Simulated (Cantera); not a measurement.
# Si + HCl (silicon etching in halogen gases)

Input: 1 mol Si, 19 mol HCl, equilibrated at 16.5 Torr.

Equilibrium computed with Cantera from the NASA thermochemical tables; the gas is ideal and each condensed phase is pure. Candidate condensed phases: Si; 19 gas species. The tables' values for SiCl3 are old estimates; treat these amounts as uncertain. Equilibrium is a limit: real reactors are often held back by kinetics, nucleation or transport.

From 750 °C to 1300 °C nothing is condensed. The main Si-bearing gas is SiCl4 throughout.

| T (°C) | x HCl | x H2 | x SiCl4 | x SiCl2 | x SiCl3 |
|---|---|---|---|---|---|
| 750 | 0.833 | 0.111 | 0.0555 | 3.29e-7 | 2.94e-5 |
| 800 | 0.833 | 0.111 | 0.0554 | 1.68e-6 | 7.62e-5 |
| 850 | 0.834 | 0.111 | 0.0552 | 7.37e-6 | 0.000181 |
| 900 | 0.834 | 0.111 | 0.0549 | 2.83e-5 | 0.000397 |
| 950 | 0.834 | 0.110 | 0.0544 | 9.64e-5 | 0.000811 |
| 1000 | 0.835 | 0.110 | 0.0534 | 0.000293 | 0.00155 |
| 1050 | 0.836 | 0.108 | 0.0516 | 0.000798 | 0.00274 |
| 1100 | 0.839 | 0.106 | 0.0485 | 0.00193 | 0.00450 |
| 1150 | 0.842 | 0.102 | 0.0439 | 0.00411 | 0.00675 |
| 1200 | 0.848 | 0.0972 | 0.0376 | 0.00765 | 0.00917 |
| 1250 | 0.854 | 0.0908 | 0.0305 | 0.0124 | 0.0113 |
| 1300 | 0.861 | 0.0841 | 0.0233 | 0.0180 | 0.0126 |
x: gas mole fraction; nothing condenses.
